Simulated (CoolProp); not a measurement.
Vapour-liquid equilibrium of dimethyl ether (1) + methanol (2) at 33.65 °C; x and y are mole fractions of (1).

Computed with CoolProp (multi-fluid Helmholtz-energy mixture model, Wu 2011 and de Reuck 1993; pair parameters Bell 2016).

```tsv
x	bubble pressure (kPa)	y at the bubble point	dew pressure at overall composition x (kPa)	liquid density (mol/L)
0.05	100.9	0.746	27.64	23.63
0.15	228.0	0.893	30.87	22.38
0.25	327.3	0.929	34.93	21.20
0.35	(withheld)	0.945	40.21	20.09
0.45	463.0	0.955	47.39	(withheld)
0.55	512.1	(withheld)	(withheld)	18.04
0.65	556.7	0.968	73.79	17.09
0.75	602.3	0.975	(withheld)	16.18
0.85	653.7	0.983	166.6	15.30
0.95	715.6	0.993	430.9	14.46
```

Complete the blanks.


- 0.35, bubble pressure (kPa): 403.6
- 0.45, liquid density (mol/L): 19.04
- 0.55, y at the bubble point: 0.962
- 0.55, dew pressure at overall composition x (kPa): 57.71
- 0.75, dew pressure at overall composition x (kPa): 102.3

No azeotrope shows between x = 0.05 and 0.95.

The pair parameters rest on a limited set of measurements; away from them the model extrapolates. With so large a gap from Raoult's law the liquid may split in two, which this calculation doesn't test in full.
